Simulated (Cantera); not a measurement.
**Sublimation and decomposition of ceramics: SiO₂ + C + H₂**

Feed: 1 mol SiO₂, 0.45 mol C, a varied amount of H₂, held at 860000 Pa.

These are equilibrium values from Cantera (NASA tables, ideal gas, pure condensed phases), not measurements of a reactor. Candidate condensed phases: C, C₆H₆, C₇H₈, C₈H₁₈, H₂O, Si, SiC, SiO₂; 123 gas species. The tables hold silica as quartz up to 1696 K and as liquid above; real silica turns to tridymite and cristobalite and melts near 1996 K. The numbers say what is thermodynamically allowed, not how fast it happens.

### Question
Map the stable condensed phases over T = 2052, 2102, 2152, 2202, 2252, 2302, 2352, 2402, 2452, 2502, 2552 °C and n(H₂) in mol = 0.28, 0.39, 0.53, 0.74, 1, 1.4, 2, 2.7, 3.8.

### Answer
```
T in °C \ n(H₂) in mol
         0.28 0.39 0.53 0.74    1  1.4    2  2.7  3.8
   2552     A    A    A    A    A    A    A    B    B
   2502     A    A    A    A    A    A    A    A    B
   2452     A    A    A    A    A    A    A    A    A
   2402     A    A    A    A    A    A    A    A    A
   2352     A    A    A    A    A    A    A    A    A
   2302     A    A    A    A    A    A    A    A    A
   2252     A    A    A    A    A    A    A    A    A
   2202     A    A    A    A    A    A    A    A    A
   2152     A    A    A    A    A    A    A    A    A
   2102     A    A    A    A    A    A    A    A    A
   2052     A    A    A    A    A    A    A    A    A
```
A: SiO₂; B: gas only.
